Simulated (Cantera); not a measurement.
Mixture: CH₄ : O₂ : N₂ = 1 : 0.909 : 3.42 (molar parts), equivalence ratio 2.2, at 1.01 bar, adiabatic and at constant volume. Ignition delay is the time to a rise of 400 K.

Detailed kinetics in Cantera: GRI-Mech 3.0 (53 species, 325 reactions).

Task: Predict: delay at 1023 K; delay at 1123 K; delay at 1223 K; delay at 1323 K; delay at 1423 K; apparent activation energy between 1323 and 1423 K.

Result: 
* **delay at 1023 K**: 1.09 s
* **delay at 1123 K**: 0.209 s
* **delay at 1223 K**: 47.4 ms
* **delay at 1323 K**: 12.4 ms
* **delay at 1423 K**: 3.62 ms
* **apparent activation energy between 1323 and 1423 K**: 190 kJ/mol
